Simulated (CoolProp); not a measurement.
Vapour-liquid equilibrium of carbon dioxide (1) + R142b (2) at 236.3 K; x and y are mole fractions of (1).

Computed with CoolProp (multi-fluid Helmholtz-energy mixture model, Span 1996 and Lemmon 2006; pair parameters Bell 2016).

| x | bubble pressure, mixture model (bar) | bubble pressure, Raoult's law (bar) | y, mixture model | y, Raoult's law |
|---|---|---|---|---|
| 0.05 | 0.7301 | 0.8308 | 0.627 | 0.678 |
| 0.2 | 2.329 | 2.478 | 0.897 | 0.909 |
| 0.35 | 4.092 | 4.125 | 0.950 | 0.956 |
| 0.5 | 5.810 | 5.771 | 0.971 | 0.976 |
| 0.65 | 7.412 | 7.418 | 0.982 | 0.987 |
| 0.8 | 8.968 | 9.065 | 0.990 | 0.994 |
| 0.95 | 10.64 | 10.71 | 0.998 | 0.999 |

The largest gap from Raoult's law is -12.1 % in bubble pressure, at x = 0.05. No azeotrope shows between x = 0.05 and 0.95.

The pair parameters rest on a limited set of measurements; away from them the model extrapolates. The gap from Raoult's law changes sign with composition, which may be real or a fault of the pair parameters; it wasn't checked against measurements.
